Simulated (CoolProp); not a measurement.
Vapour-liquid equilibrium of cyclohexane (1) + n-heptane (2) at 0.573 MPa; x and y are mole fractions of (1).

The numbers come from the multi-fluid Helmholtz-energy mixture model, Zhou 2014 and Span 2003; pair parameters Bell 2016 in CoolProp.

Task: Give the bubble temperature and the first vapour's composition at x = 0.425, 0.65, 0.875. Is there an azeotrope?

Result: x = 0.425: 434.9 K, y = 0.503; x = 0.65: 430.7 K, y = 0.718; x = 0.875: 426.9 K, y = 0.905. No azeotrope shows between x = 0.05 and 0.95.

The pair parameters rest on a limited set of measurements; away from them the model extrapolates.
